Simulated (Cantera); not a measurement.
## Adiabatic ignition

An adiabatic, constant-pressure homogeneous reactor starts with CH₄ : H₂ : O₂ : N₂ = 1 : 0.07 : 0.848 : 3.19 (molar parts), equivalence ratio 2.4, at 1625 K and 0.326 atm.

Detailed kinetics in Cantera: GRI-Mech 3.0 (53 species, 325 reactions).

| t (s) | T (K) | x CH₄ | x H₂ | x O₂ | x NO₂ | x NO | x C₂H | x CH₂ |
|---|---|---|---|---|---|---|---|---|
| 1.00e-6 | 1625 | 0.196 | 0.0137 | 0.166 | <1e-12 | <1e-12 | <1e-12 | <1e-12 |
| 4.19e-6 | 1625 | 0.196 | 0.0137 | 0.166 | <1e-12 | <1e-12 | <1e-12 | 1.21e-12 |
| 1.76e-5 | 1625 | 0.196 | 0.0137 | 0.166 | <1e-12 | <1e-12 | <1e-12 | 1.38e-11 |
| 7.36e-5 | 1625 | 0.196 | 0.0137 | 0.166 | <1e-12 | <1e-12 | <1e-12 | 3.22e-10 |
| 0.000308 | 1625 | 0.195 | 0.0139 | 0.165 | <1e-12 | 2.75e-12 | <1e-12 | 1.93e-8 |
| 0.00129 | 2457 | 0.00139 | 0.198 | 3.49e-6 | 3.04e-10 | 5.60e-5 | 2.09e-5 | 5.02e-5 |
| 0.00542 | 2415 | 8.21e-9 | 0.225 | 4.60e-6 | 1.30e-9 | 0.000367 | 6.86e-11 | 4.61e-10 |
| 0.0227 | 2398 | 9.62e-12 | 0.223 | 7.46e-6 | 7.19e-10 | 0.000212 | <1e-12 | <1e-12 |
| 0.0951 | 2399 | 9.05e-12 | 0.223 | 7.55e-6 | 3.49e-10 | 0.000102 | <1e-12 | <1e-12 |
| 0.399 | 2399 | 9.01e-12 | 0.223 | 7.56e-6 | 3.15e-10 | 9.21e-5 | <1e-12 | <1e-12 |
| 1.67 | 2399 | 9.01e-12 | 0.223 | 7.56e-6 | 3.15e-10 | 9.21e-5 | <1e-12 | <1e-12 |
| 7.00 | 2399 | 9.01e-12 | 0.223 | 7.56e-6 | 3.15e-10 | 9.21e-5 | <1e-12 | <1e-12 |
x: mole fraction; the columns are a selection and need not sum to one.

```json
{
 "time_of_steepest_temperature_rise": "1.00 ms",
 "temperature at 7.00 s": "2399 K",
 "equilibrium_temperature": "2399 K",
 "x(CH₄) at 7.00 s": "9.01e-12 (gas-phase equilibrium 1.01e-11)",
 "x(H₂) at 7.00 s": "0.223 (gas-phase equilibrium 0.223)",
 "x(O₂) at 7.00 s": "7.56e-6 (gas-phase equilibrium 7.56e-6)"
}
```
